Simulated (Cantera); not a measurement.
A closed system holds: 1 mol SiCl₄, 10 mol NH₃, 2.1 mol H₂, held at 1073.15 K and 0.000600 bar.

Cantera equilibrium calculation (NASA polynomials, part measured and part estimated; ideal gas, pure solids and liquids). Candidate condensed phases: NH₄Cl, Si, Si₃N₄; 28 gas species. The tables' values for SiCl₃ are old estimates; treat these amounts as uncertain. Kinetics and transport are ignored.

Base state: H₂ 0.645, N₂ 0.185, HCl 0.170, SiCl₄ 0.000120, SiCl₂ 1.87e-5, SiCl₃ 1.19e-5 (mole fractions); condensed: Si₃N₄(s).

Q: What changes in the equilibrium state with this change: temperature from 1073.15 K to 1950 K?

A: 
```csv
species,before,after
H₂,0.645,0.609
N₂,0.185,0.199
HCl,0.170,0.111
H,4.61e-7,0.0365
Si,<1e-9,0.0163
SiCl₂,1.87e-5,0.0209
SiCl,<1e-9,0.00215
SiH,<1e-9,0.000238
"Si₃N₄(s), mol",0.332,0
```
The tables' values for SiCl, SiN, SiCl₃ are old estimates; treat these amounts as uncertain. Gases not in the tables: Si₂H₆ and higher silanes.
